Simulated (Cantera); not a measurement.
**Formation from one mole of S2**

Source: NASA polynomial tables (part measured, part estimated), evaluated in Cantera. Values are per mole of reaction as written; species without (g) are pure solids or liquids, kept so even where they would boil at 1 bar.

2 Ni + S2(g) = 2 NiS

| T (K) | ΔH° (kJ) | ΔS° (J/K) | ΔG° (kJ) | log10 K | condensed phases |
|---|---|---|---|---|---|
| 300 | -304.1 | -182.0 | -249.5 | 43.44 | Ni(s), NiS(s) |
| 598 | -301.4 | -175.6 | -196.4 | 17.15 | Ni(s), NiS(s) |
| 698 | -288.2 | -155.4 | -179.7 | 13.45 | Ni(s), NiS(s) |
| 798 | -286.7 | -153.4 | -164.3 | 10.75 | Ni(s), NiS(s) |
| 898 | -284.9 | -151.2 | -149.1 | 8.67 | Ni(s), NiS(s) |
| 998 | -282.5 | -148.8 | -134.1 | 7.02 | Ni(s), NiS(s) |
| 1098 | -279.9 | -146.2 | -119.3 | 5.68 | Ni(s), NiS(s) |
| 1198 | -276.8 | -143.6 | -104.8 | 4.57 | Ni(s), NiS(s) |
| 1298 | -212.6 | -92.2 | -93.0 | 3.74 | Ni(s), NiS(l) |
| 1398 | -208.1 | -88.8 | -83.9 | 3.14 | Ni(s), NiS(l) |

2 Ca + S2(g) = 2 CaS

```csv
T (K),ΔH° (kJ),ΔS° (J/K),ΔG° (kJ),log10 K,condensed phases
300,-1074.8,-200.1,-1014.8,176.69,"Ca(s), CaS(s)"
598,-1072.1,-193.6,-956.3,83.53,"Ca(s), CaS(s)"
698,-1071.6,-192.8,-937.0,70.12,"Ca(s), CaS(s)"
798,-1072.6,-194.3,-917.6,60.06,"Ca(s), CaS(s)"
898,-1071.7,-193.3,-898.2,52.24,"Ca(s), CaS(s)"
998,-1071.0,-192.5,-878.9,46.00,"Ca(s), CaS(s)"
1098,-1070.6,-192.1,-859.7,40.90,"Ca(s), CaS(s)"
1198,-1088.0,-207.7,-839.2,36.59,"Ca(l), CaS(s)"
1298,-1088.4,-208.0,-818.4,32.93,"Ca(l), CaS(s)"
1398,-1088.7,-208.2,-797.6,29.80,"Ca(l), CaS(s)"
```

4 Na + S2(g) = 2 Na2S

| T (K) | ΔH° (kJ) | ΔS° (J/K) | ΔG° (kJ) | log10 K | condensed phases |
|---|---|---|---|---|---|
| 300 | -860.6 | -240.9 | -788.3 | 137.25 | Na(s), Na2S(s) |
| 598 | -866.9 | -259.7 | -711.6 | 62.16 | Na(l), Na2S(s) |
| 698 | -864.8 | -256.3 | -685.8 | 51.32 | Na(l), Na2S(s) |
| 798 | -862.2 | -252.9 | -660.4 | 43.23 | Na(l), Na2S(s) |
| 898 | -859.2 | -249.4 | -635.3 | 36.95 | Na(l), Na2S(s) |
| 998 | -856.0 | -246.0 | -610.5 | 31.95 | Na(l), Na2S(s) |
| 1098 | -851.7 | -241.9 | -586.1 | 27.88 | Na(l), Na2S(s) |
| 1198 | -840.8 | -232.5 | -562.3 | 24.52 | Na(l), Na2S(s) |
| 1298 | -819.0 | -215.0 | -539.8 | 21.72 | Na(l), Na2S(s) |
| 1398 | -806.8 | -206.0 | -518.9 | 19.39 | Na(l), Na2S(s) |

2 H2(g) + S2(g) = 2 H2S(g)

| T (K) | ΔH° (kJ) | ΔS° (J/K) | ΔG° (kJ) | log10 K |
|---|---|---|---|---|
| 300 | -169.4 | -78.3 | -146.0 | 25.41 |
| 598 | -175.4 | -92.3 | -120.2 | 10.50 |
| 698 | -176.9 | -94.6 | -110.9 | 8.30 |
| 798 | -178.1 | -96.2 | -101.3 | 6.63 |
| 898 | -179.0 | -97.3 | -91.6 | 5.33 |
| 998 | -179.8 | -98.1 | -81.9 | 4.28 |
| 1098 | -180.3 | -98.6 | -72.0 | 3.43 |
| 1198 | -180.7 | -99.0 | -62.2 | 2.71 |
| 1298 | -181.0 | -99.2 | -52.2 | 2.10 |
| 1398 | -181.2 | -99.3 | -42.3 | 1.58 |
